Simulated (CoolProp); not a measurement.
A single-stage vapour-compression cycle with propane: evaporating at 196.15 K (dew point), condensing at 264.15 K (bubble point), superheat 2 K, subcooling 5 K, compressor efficiency 0.65, no pressure losses. Each further row changes one setting.

Values from CoolProp's reference Helmholtz-energy equation of state, Lemmon 2009.

| case | cooling COP | pressure ratio | discharge temperature (K) | refrigerating effect (kJ/kg) | volumetric capacity (kJ/m³) |
|---|---|---|---|---|---|
| as stated | 1.47 | 22.5 | 342.9 | 321 | 138 |
| evaporating temperature 201.15 K | 1.67 | 16.5 | 334.4 | 327 | 187 |
| condensing temperature 259.15 K | 1.63 | 19.0 | 335.0 | 333 | 143 |
| subcooling 10 K | 1.53 | 22.5 | 342.9 | 333 | 143 |
| superheat 12 K | 1.46 | 22.5 | 354.8 | 334 | 136 |
| compressor efficiency 0.55 | 1.25 | 22.5 | 363.2 | 321 | 138 |
